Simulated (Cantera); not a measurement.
## Ignition delay

Mixture: H₂ : O₂ : N₂ : H₂O : CO₂ = 1 : 0.806 : 3.03 : 0.23 : 0.02 (molar parts), equivalence ratio 0.62, at 0.910 bar, adiabatic and at constant volume. Ignition delay is the time to a rise of 400 K.

Model: GRI-Mech 3.0 (53 species, 325 reactions), integrated in Cantera. Where the delays flatten at high temperature, the 400 K rule measures the pace of heat release, not the induction time.

| T0 (K) | delay (ms) |
|---|---|
| 975 | 7.15 |
| 1050 | 0.195 |
| 1125 | 0.0901 |
| 1200 | 0.0553 |
| 1275 | 0.0386 |
| 1350 | 0.0294 |
| 1425 | 0.0240 |
| 1500 | 0.0208 |
